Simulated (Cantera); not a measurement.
Adiabatic ignition

An adiabatic, constant-pressure homogeneous reactor starts with 39.3 % H₂, 12.3 % O₂, 46.0 % N₂, 2.40 % H₂O, equivalence ratio 1.6, at 1548 K and 1.00 atm.

Computed with Cantera and GRI-Mech 3.0 (53 species, 325 reactions).

| t (s) | T (K) | x H₂ | x O₂ | x H₂O | x NO₂ | x H |
|---|---|---|---|---|---|---|
| 3.00e-6 | 1548 | 0.393 | 0.123 | 0.0240 | <1e-12 | 1.11e-5 |
| 8.11e-6 | 1551 | 0.388 | 0.120 | 0.0278 | <1e-12 | 0.00334 |
| 2.19e-5 | 2078 | 0.138 | 0.00939 | 0.225 | 5.55e-10 | 0.117 |
| 5.92e-5 | 2496 | 0.152 | 0.00503 | 0.247 | 2.58e-9 | 0.0719 |
| 0.000160 | 2771 | 0.159 | 0.00243 | 0.266 | 1.58e-8 | 0.0444 |
| 0.000433 | 2838 | 0.161 | 0.00182 | 0.271 | 5.58e-8 | 0.0376 |
| 0.00117 | 2835 | 0.162 | 0.00174 | 0.271 | 1.24e-7 | 0.0372 |
| 0.00316 | 2833 | 0.162 | 0.00170 | 0.270 | 1.63e-7 | 0.0370 |
| 0.00854 | 2833 | 0.162 | 0.00170 | 0.270 | 1.65e-7 | 0.0370 |
| 0.0231 | 2833 | 0.162 | 0.00170 | 0.270 | 1.65e-7 | 0.0370 |
| 0.0624 | 2833 | 0.162 | 0.00170 | 0.270 | 1.65e-7 | 0.0370 |
| 0.169 | 2833 | 0.162 | 0.00170 | 0.270 | 1.65e-7 | 0.0370 |
| 0.456 | 2833 | 0.162 | 0.00170 | 0.270 | 1.65e-7 | 0.0370 |
| 1.23 | 2833 | 0.162 | 0.00170 | 0.270 | 1.65e-7 | 0.0370 |
| 3.33 | 2833 | 0.162 | 0.00170 | 0.270 | 1.65e-7 | 0.0370 |
| 9.00 | 2833 | 0.162 | 0.00170 | 0.270 | 1.65e-7 | 0.0370 |
x: mole fraction; the columns are a selection and need not sum to one.

| Property | Value |
|---|---|
| time of steepest temperature rise | 11.9 µs |
| temperature at 9.00 s | 2833 K |
| equilibrium temperature | 2833 K |
| x(H₂) at 9.00 s | 0.162 (gas-phase equilibrium 0.162) |
| x(O₂) at 9.00 s | 0.00170 (gas-phase equilibrium 0.00170) |
| x(H₂O) at 9.00 s | 0.270 (gas-phase equilibrium 0.270) |
